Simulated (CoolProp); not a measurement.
Vapour-liquid equilibrium of CHF3 (R23) (1) + CH2F2 (R32) (2) at 0.0229 MPa; x and y are mole fractions of (1).

Model: multi-fluid Helmholtz-energy mixture model, Penoncello 2003 and Tillner-Roth 1997; pair parameters Bell 2016, in CoolProp.

Task: Give the bubble temperature and the first vapour's composition at x = 0.2, 0.725, 0.8. Is there an azeotrope?

Result: x = 0.2: -88.0 °C, y = 0.634; x = 0.725: -100.7 °C, y = 0.954; x = 0.8: -101.8 °C, y = 0.969. No azeotrope shows between x = 0.05 and 0.95.

The pair parameters rest on a limited set of measurements; away from them the model extrapolates.
